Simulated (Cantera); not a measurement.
Input (Python, Cantera) and output of one run.

```python
import numpy as np
import cantera as ct

gas_names = [...]  # 109 gases of nasa_gas.yaml made of C, Cl, H, Si
cond_names = """
    C(gr) C6H6(L) C7H8(L) C8H18(L),n-octa Si(cr) Si(L) SiC(b)
""".split()


# ... load() reads the species with a 1 bar reference pressure and builds the phases ...
atoms = {
    'SiH2Cl2': {'Si': 1, 'H': 2, 'CL': 2},
    'C2H2': {'C': 2, 'H': 2},
    'H2': {'H': 2},
}
top_T = {'C(gr)': 4500, 'SiC(b)': 3050}  # K; cautious upper limits of use, not melting points


# ... equilibrate(T, P, feed) seeds the gas with the atoms and calls Mixture.equilibrate('TP', solver="vcs", rtol=1e-11, max_steps=5000) ...
results = []
feed = {'SiH2Cl2': 1, 'C2H2': 0.071, 'H2': 14}  # mol
T = 2573.15  # K
P = 5600  # Pa
mix = equilibrate(T, P, feed)
results.append((T, P, feed, dict(zip(mix.species_names, mix.species_moles))))
print(gas.report(threshold=1e-05))
for i in range(1, mix.n_phases):
    print(f"{mix.phase(i).name:16s} {mix.phase_moles(i):12.5e} mol")
```

Output:

```
       temperature   2573.2 K
          pressure   5600 Pa
           density   0.001894 kg/m^3
  mean mol. weight   7.2359 kg/kmol
   phase of matter   gas

                          1 kg             1 kmol
                     ---------------   ---------------
          enthalpy        1.5286e+07        1.1061e+08  J
   internal energy        1.2329e+07        8.9211e+07  J
           entropy             32183        2.3288e+05  J/K
    Gibbs function       -6.7527e+07       -4.8862e+08  J
 heat capacity c_p            4661.8             33733  J/K
 heat capacity c_v            3512.8             25418  J/K

                      mass frac. Y      mole frac. X     chem. pot. / RT
                     ---------------   ---------------   ---------------
               C2H        6.2747e-05        1.8139e-05           -20.536
    C2H2,acetylene         0.0045796         0.0012727           -32.295
                CL          0.051913          0.010596           -25.038
                 H          0.017211           0.12355           -11.759
               HCL           0.44518          0.088357           -36.797
                H2           0.20159           0.72356           -23.519
                Si           0.15164          0.039068           -8.5604
              SiC2          0.010787          0.001498           -17.337
              SiCL          0.029069         0.0033107           -33.599
             SiCL2          0.055599         0.0040644           -58.637
               SiH         0.0074988         0.0018651            -20.32
              SiH2         0.0010769        0.00025886           -32.079
               Si2          0.002435        0.00031368           -17.121
              Si2C          0.020992         0.0022278           -21.509
               Si3        0.00016641        1.4292e-05           -25.681
     [  +94 minor]        0.00020085        3.0423e-05

C(gr)             0.00000e+00 mol
Si(L)             0.00000e+00 mol
SiC(b)            0.00000e+00 mol
```

These are equilibrium values from Cantera (NASA tables, ideal gas, pure condensed phases), not measurements of a reactor. The tables' values for SiCl are old estimates; treat these amounts as uncertain. Gases not in the tables: Si2H6 and higher silanes.
